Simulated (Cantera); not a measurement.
Cantera run, input and output.

```python
import numpy as np
import cantera as ct

gas = ct.Solution("gri30.yaml")
gas.TPX = 1173, 20000, {'N2O': 1, 'H2O': 0.021}
reactor = ct.IdealGasConstPressureReactor(gas, energy="off", clone=False)
net = ct.ReactorNet([reactor])
net.rtol, net.atol = 1e-08, 1e-18
show = ['N2O', 'H2O', 'O2', 'HO2', 'NO']
times = np.geomspace(2e-06, 90, 10)

steps = ct.SolutionArray(gas, extra=["t"])
rows = []
print(f"{'t/s':>10s}{'T/K':>9s}{'P/Pa':>11s}" + "".join(f"{s:>11s}" for s in show))
for t in times:
    while net.time < t:
        t_next = net.step()
        steps.append(gas.state, t=t_next)
    rows.append([np.interp(t, steps.t, y) for y in (steps.T, steps.P, *steps(*show).X.T)])
    print(f"{t:10.3e}{rows[-1][0]:9.1f}{rows[-1][1]:11.4g}" + "".join(f"{x:11.3e}" for x in rows[-1][2:]))
rate = np.gradient(steps.T, steps.t)
print("integrator steps:", len(steps.t))
if steps.T.max() > steps.T[0] + 200:
    print(f"time of steepest temperature rise: {steps.t[rate.argmax()]:.4e} s")
gas.TPX = 1173, 20000, {'N2O': 1, 'H2O': 0.021}
gas.equilibrate("TP")
print(f"equilibrium (TP): T = {gas.T:.1f} K  " + "  ".join(f"{s} {gas[s].X[0]:.3e}" for s in show))
```

It prints:

```
       t/s      T/K       P/Pa        N2O        H2O         O2        HO2         NO
 2.000e-06   1173.0      2e+04  9.794e-01  2.057e-02  2.086e-09  2.831e-14  4.341e-10
 1.417e-05   1173.0      2e+04  9.794e-01  2.057e-02  9.276e-08  9.131e-12  1.930e-08
 1.004e-04   1173.0      2e+04  9.794e-01  2.057e-02  2.399e-06  1.906e-09  4.991e-07
 7.114e-04   1173.0      2e+04  9.794e-01  2.057e-02  2.351e-05  1.408e-07  4.889e-06
 5.040e-03   1173.0      2e+04  9.788e-01  2.056e-02  1.744e-04  2.628e-06  3.517e-05
 3.571e-02   1173.0      2e+04  9.753e-01  2.054e-02  1.258e-03  2.169e-06  2.117e-04
 2.530e-01   1173.0      2e+04  9.503e-01  2.036e-02  8.809e-03  9.140e-07  1.419e-03
 1.793e+00   1173.0      2e+04  7.979e-01  1.931e-02  5.575e-02  2.024e-07  9.620e-03
 1.270e+01   1173.0      2e+04  2.859e-01  1.578e-02  2.143e-01  2.385e-08  3.644e-02
 9.000e+01   1173.0      2e+04  4.098e-03  1.384e-02  3.037e-01  3.085e-09  4.694e-02
integrator steps: 1615
equilibrium (TP): T = 1173.0 K  N2O 5.297e-09  H2O 1.381e-02  O2 3.286e-01  HO2 3.429e-09  NO 1.819e-04
```

Cantera simulation using GRI-Mech 3.0 (53 species, 325 reactions); the numbers are that mechanism's predictions, not measurements. GRI-Mech 3.0 was tuned for natural gas; its chemistry of N2O as a main component is partial and can be far from experiment. The mechanism lacks the step 2 NO + O2 → 2 NO2, which can matter for NO2 below about 1400 K. The temperature is held fixed by assumption; the heat of reaction is taken as removed at once.
